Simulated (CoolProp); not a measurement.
Vapour-liquid equilibrium of nitrogen (1) + carbon monoxide (2) at 111.8 K; x and y are mole fractions of (1).

The numbers come from the multi-fluid Helmholtz-energy mixture model, Span 2000 and Lemmon 2006; pair parameters Gernert 2013 in CoolProp.

### Question
Give the bubble pressure and the first vapour's composition at x = 0.15, 0.35, 0.75. Is there an azeotrope?

### Answer
x = 0.15: 1261 kPa, y = 0.184; x = 0.35: 1357 kPa, y = 0.404; x = 0.75: 1533 kPa, y = 0.782. No azeotrope shows between x = 0.05 and 0.95.

Pair parameters are fitted to limited data, so mixtures are less certain than the pure fluids.
